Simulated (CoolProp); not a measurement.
Properties of toluene along the isotherm 198.45 °C.

Model: reference Helmholtz-energy equation of state, Lemmon 2006, in CoolProp. It is a short technical equation, of lower accuracy than the large ones.

```json
[
 {"p (MPa)": "0.0326", "phase": "gas", "Z": "0.9938", "speed of sound (m/s)": "210.6", "Joule-Thomson coefficient (K/MPa)": "15.46", "expansivity (1/kK)": "2.165", "viscosity (µPa s)": "10.8", "Prandtl number": "0.718"},
 {"p (MPa)": "0.0479", "phase": "gas", "Z": "0.9909", "speed of sound (m/s)": "210.1", "Joule-Thomson coefficient (K/MPa)": "15.53", "expansivity (1/kK)": "2.187", "viscosity (µPa s)": "10.8", "Prandtl number": "0.719"},
 {"p (MPa)": "0.0703", "phase": "gas", "Z": "0.9866", "speed of sound (m/s)": "209.3", "Joule-Thomson coefficient (K/MPa)": "15.63", "expansivity (1/kK)": "2.219", "viscosity (µPa s)": "10.8", "Prandtl number": "0.721"},
 {"p (MPa)": "0.103", "phase": "gas", "Z": "0.9802", "speed of sound (m/s)": "208.1", "Joule-Thomson coefficient (K/MPa)": "15.78", "expansivity (1/kK)": "2.267", "viscosity (µPa s)": "10.8", "Prandtl number": "0.723"},
 {"p (MPa)": "0.151", "phase": "gas", "Z": "0.9708", "speed of sound (m/s)": "206.3", "Joule-Thomson coefficient (K/MPa)": "16.01", "expansivity (1/kK)": "2.342", "viscosity (µPa s)": "10.8", "Prandtl number": "0.727"},
 {"p (MPa)": "0.222", "phase": "gas", "Z": "0.9565", "speed of sound (m/s)": "203.5", "Joule-Thomson coefficient (K/MPa)": "16.39", "expansivity (1/kK)": "2.461", "viscosity (µPa s)": "10.8", "Prandtl number": "0.732"},
 {"p (MPa)": "0.326", "phase": "gas", "Z": "0.9349", "speed of sound (m/s)": "199.3", "Joule-Thomson coefficient (K/MPa)": "16.99", "expansivity (1/kK)": "2.657", "viscosity (µPa s)": "10.8", "Prandtl number": "0.741"},
 {"p (MPa)": "0.479", "phase": "gas", "Z": "0.9012", "speed of sound (m/s)": "192.7", "Joule-Thomson coefficient (K/MPa)": "18.05", "expansivity (1/kK)": "3.007", "viscosity (µPa s)": "10.8", "Prandtl number": "0.756"},
 {"p (MPa)": "0.703", "phase": "gas", "Z": "0.8468", "speed of sound (m/s)": "181.6", "Joule-Thomson coefficient (K/MPa)": "20.13", "expansivity (1/kK)": "3.723", "viscosity (µPa s)": "10.8", "Prandtl number": "0.784"},
 {"p (MPa)": "1.03", "phase": "liquid", "Z": "0.03563", "speed of sound (m/s)": "631.7", "Joule-Thomson coefficient (K/MPa)": "-0.03832", "expansivity (1/kK)": "1.990", "viscosity (µPa s)": "140", "Prandtl number": "3.76"},
 {"p (MPa)": "1.51", "phase": "liquid", "Z": "0.05211", "speed of sound (m/s)": "638.7", "Joule-Thomson coefficient (K/MPa)": "-0.04833", "expansivity (1/kK)": "1.956", "viscosity (µPa s)": "141", "Prandtl number": "3.76"},
 {"p (MPa)": "2.22", "phase": "liquid", "Z": "0.07636", "speed of sound (m/s)": "648.6", "Joule-Thomson coefficient (K/MPa)": "-0.06218", "expansivity (1/kK)": "1.908", "viscosity (µPa s)": "143", "Prandtl number": "3.77"},
 {"p (MPa)": "3.26", "phase": "liquid", "Z": "0.1116", "speed of sound (m/s)": "662.6", "Joule-Thomson coefficient (K/MPa)": "-0.08069", "expansivity (1/kK)": "1.845", "viscosity (µPa s)": "145", "Prandtl number": "3.78"},
 {"p (MPa)": "4.79", "phase": "liquid", "Z": "0.1630", "speed of sound (m/s)": "682.3", "Joule-Thomson coefficient (K/MPa)": "-0.1047", "expansivity (1/kK)": "1.763", "viscosity (µPa s)": "148", "Prandtl number": "3.79"},
 {"p (MPa)": "7.03", "phase": "liquid", "Z": "0.2371", "speed of sound (m/s)": "709.0", "Joule-Thomson coefficient (K/MPa)": "-0.1343", "expansivity (1/kK)": "1.662", "viscosity (µPa s)": "152", "Prandtl number": "3.82"},
 {"p (MPa)": "10.3", "phase": "liquid", "Z": "0.3435", "speed of sound (m/s)": "744.8", "Joule-Thomson coefficient (K/MPa)": "-0.1690", "expansivity (1/kK)": "1.542", "viscosity (µPa s)": "159", "Prandtl number": "3.85"}
]
```

Viscosity comes from a separate model (Avgeri 2015). Thermal conductivity comes from a separate model (Assael 2012).
